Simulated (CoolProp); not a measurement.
CHF3 (R23) along the isotherm 180.5 K: density (kg/m³) from the reference equation and from simpler models built on Tc = 299.3 K, pc = 4832 kPa, ω = 0.263; each cubic takes its own stable root.

Model: reference Helmholtz-energy equation of state, Penoncello 2003, in CoolProp.

```csv
p (kPa),phase,reference
7.64,gas,0.3578
14.5,gas,0.6815
27.5,gas,1.302
98.7,liquid,1486
187,liquid,1486
355,liquid,1486
672,liquid,1487
1270,liquid,1488
2420,liquid,1491
```

Task: How far does each simpler model (Redlich-Kwong, Soave-Redlich-Kwong) lie from the reference over these 9 states: mean and median of the absolute difference, and the worst?

Result: 
- Redlich-Kwong: mean 20.7 %, median 17.1 %, worst -99.7 % at 180.5 K and 98.7 kPa
- Soave-Redlich-Kwong: mean 9.8 %, median 14.5 %, worst -14.5 % at 180.5 K and 98.7 kPa

At some of these states Redlich-Kwong gives the other phase, because its saturation line lies elsewhere.
